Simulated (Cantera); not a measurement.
# Equilibrium for tantalum, niobium, vanadium and zirconium in process gases: V + O2 + H2

Feed: 1 mol V, 0.71 mol O2, a varied amount of H2, held at 1325 K and 1 atm.

These are equilibrium values from Cantera (NASA tables, ideal gas, pure condensed phases), not measurements of a reactor. Candidate condensed phases: H2O, V, VO, V2O3, V2O4, V2O5; 12 gas species. Mutual solubility and eutectic melting of coexisting phases are not modelled. VO: taken at fixed stoichiometry. Condensed phases not in the tables: the oxides between V2O3 and V2O5 other than VO2. Equilibrium is a limit: real reactors are often held back by kinetics, nucleation or transport.

```json
[
 {"n(H2) (mol)": "3", "log p H2": "0.01", "log p H2O": "-2.91", "log p H": "-5.78", "n VO(s)": "0.167", "n V2O3(s)": "0.416"},
 {"n(H2) (mol)": "6.1", "log p H2": "0.01", "log p H2O": "-2.91", "log p H": "-5.78", "n VO(s)": "0.175", "n V2O3(s)": "0.413"},
 {"n(H2) (mol)": "12", "log p H2": "0.01", "log p H2O": "-2.91", "log p H": "-5.78", "n VO(s)": "0.189", "n V2O3(s)": "0.405"},
 {"n(H2) (mol)": "25", "log p H2": "0.01", "log p H2O": "-2.91", "log p H": "-5.78", "n VO(s)": "0.220", "n V2O3(s)": "0.390"},
 {"n(H2) (mol)": "50", "log p H2": "0.01", "log p H2O": "-2.91", "log p H": "-5.78", "n VO(s)": "0.281", "n V2O3(s)": "0.360"},
 {"n(H2) (mol)": "100", "log p H2": "0.01", "log p H2O": "-2.91", "log p H": "-5.78", "n VO(s)": "0.402", "n V2O3(s)": "0.299"},
 {"n(H2) (mol)": "210", "log p H2": "0.01", "log p H2O": "-2.91", "log p H": "-5.78", "n VO(s)": "0.668", "n V2O3(s)": "0.166"},
 {"n(H2) (mol)": "410", "log p H2": "0.01", "log p H2O": "-2.98", "log p H": "-5.78", "n VO(s)": "1.00", "n V2O3(s)": "0"}
]
```
log p: log10 of the partial pressure in bar; n: condensed amount in mol.

From 3 mol H2 to 210 mol H2 the condensed part is VO(s) + V2O3(s). At 410 mol H2 the condensed part is VO(s).
